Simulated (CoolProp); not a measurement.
Vapour-liquid equilibrium of benzene (1) + n-heptane (2) at 311.3 K; x and y are mole fractions of (1).

Model: multi-fluid Helmholtz-energy mixture model, Thol 2012 and Span 2003; pair parameters Bell 2016, in CoolProp.

### Question
Give the bubble pressure and the first vapour's composition at x = 0.05, 0.45, 0.95. Is there an azeotrope?

### Answer
x = 0.05: 0.01237 MPa, y = 0.127; x = 0.45: 0.01889 MPa, y = 0.644; x = 0.95: 0.02249 MPa, y = 0.957. No azeotrope shows between x = 0.05 and 0.95.

The pair parameters rest on a limited set of measurements; away from them the model extrapolates.
